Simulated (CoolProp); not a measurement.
R141b along the isobar 21.8 MPa: fugacity coefficient from the reference equation and from simpler models built on Tc = 477.5 K, pc = 4.212 MPa, ω = 0.220; each cubic takes its own stable root.

Computed with CoolProp (reference Helmholtz-energy equation of state, Lemmon 2006). It is a short technical equation, of lower accuracy than the large ones.

```csv
T (K),phase,reference,van der Waals,Redlich-Kwong
406,liquid,0.09872,0.2038,0.1226
413.8,liquid,0.1110,0.2155,0.1353
421.7,liquid,0.1242,0.2274,0.1487
429.5,liquid,0.1379,0.2394,0.1624
437.3,liquid,0.1524,0.2515,0.1765
445.2,liquid,0.1678,0.2638,0.1913
453,liquid,0.1836,0.2760,0.2063
460.8,liquid,0.1999,0.2883,0.2216
468.7,liquid,0.2170,0.3009,0.2374
476.5,liquid,0.2344,0.3133,0.2532
484.3,supercritical,0.2522,0.3257,0.2692
492.2,supercritical,0.2706,0.3383,0.2856
500,supercritical,0.2890,0.3507,0.3019
```
